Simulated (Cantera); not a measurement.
A perfectly stirred reactor is fed with H2 : O2 : N2 = 0.32 : 1 : 19 (molar parts), at 82.5 Torr; it is held at 1023 K, and followed from long to short residence time.

Computed with Cantera and the H2/O2 subset of GRI-Mech 3.0, which has no nitrogen chemistry. Radical loss at walls, strong at low pressure, is not modelled.

**Question.** What does this change do: pressure from 82.5 Torr to 255 Torr?

**Answer.** 
| quantity | before | after |
|---|---|---|
| x(H2) at τ = 28.0 s | 2.09e-5 | 1.78e-5 |
| x(O2) at τ = 28.0 s | 0.0417 | 0.0417 |
| x(HO2) at τ = 28.0 s | 4.12e-7 | 4.70e-7 |
| x(H) at τ = 28.0 s | 7.15e-7 | 7.54e-8 |
| x(H2O) at τ = 28.0 s | 0.0158 | 0.0159 |
| x(H2) at τ = 0.240 s | 0.000369 | 0.000327 |
| x(O2) at τ = 0.240 s | 0.0418 | 0.0418 |
| x(HO2) at τ = 0.240 s | 1.97e-6 | 3.71e-6 |
| x(H) at τ = 0.240 s | 7.98e-5 | 8.56e-6 |
| x(H2O) at τ = 0.240 s | 0.0154 | 0.0155 |

**Question.** What does this change do: pressure from 82.5 Torr to 113 Torr?

**Answer.** 
| quantity | before | after |
|---|---|---|
| x(H2) at τ = 28.0 s | 2.09e-5 | 1.94e-5 |
| x(O2) at τ = 28.0 s | 0.0417 | 0.0417 |
| x(HO2) at τ = 28.0 s | 4.12e-7 | 4.25e-7 |
| x(H) at τ = 28.0 s | 7.15e-7 | 3.85e-7 |
| x(H2O) at τ = 28.0 s | 0.0158 | 0.0158 |
| x(H2) at τ = 0.240 s | 0.000369 | 0.000345 |
| x(O2) at τ = 0.240 s | 0.0418 | 0.0418 |
| x(HO2) at τ = 0.240 s | 1.97e-6 | 2.39e-6 |
| x(H) at τ = 0.240 s | 7.98e-5 | 4.34e-5 |
| x(H2O) at τ = 0.240 s | 0.0154 | 0.0155 |
